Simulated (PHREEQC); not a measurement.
Model water analysis in mg/L, 12 °C, pH 6.09, pe -0.1: Na 0.013; K 0.000413; Ca 0.0143; Mg 0.00165; Cl 0.0131; S(6) as SO4 0.019; Alkalinity as HCO3 0.0428; Fe(2) 0.000344; B 5.62e-06; Si as SiO2 1.71e-05; N(-3) as NH4 2.06e-05.

Valence states are taken as typed.

Equilibrium calculation in PHREEQC: ion-association model, wateq4f.dat.

| Property | Value |
|---|---|
| ionic strength | 2.90e-6 mol/kgw |
| charge-balance error | -0.6 % |

```json
[
 {"species": "CO2", "molality": "3.41e-6", "activity": "3.41e-6", "log γ": "0.000"},
 {"species": "HCO3-", "molality": "1.51e-6", "activity": "1.51e-6", "log γ": "-0.001"},
 {"species": "H+", "molality": "8.14e-7", "activity": "8.13e-7", "log γ": "-0.001"},
 {"species": "Na+", "molality": "5.66e-7", "activity": "5.64e-7", "log γ": "-0.001"},
 {"species": "Cl-", "molality": "3.70e-7", "activity": "3.69e-7", "log γ": "-0.001"},
 {"species": "Ca+2", "molality": "3.57e-7", "activity": "3.54e-7", "log γ": "-0.003"},
 {"species": "SO4-2", "molality": "1.98e-7", "activity": "1.96e-7", "log γ": "-0.003"},
 {"species": "Mg+2", "molality": "6.79e-8", "activity": "6.73e-8", "log γ": "-0.003"},
 {"species": "K+", "molality": "1.06e-8", "activity": "1.05e-8", "log γ": "-0.001"},
 {"species": "Fe+2", "molality": "6.16e-9", "activity": "6.11e-9", "log γ": "-0.003"},
 {"species": "OH-", "molality": "4.30e-9", "activity": "4.29e-9", "log γ": "-0.001"},
 {"species": "NH4+", "molality": "1.14e-9", "activity": "1.14e-9", "log γ": "-0.001"}
]
```

This is a speciation only: nothing precipitates in the calculation. Away from 25 °C the constants follow the database's enthalpies or fits; those with neither stay at their 25 °C values.
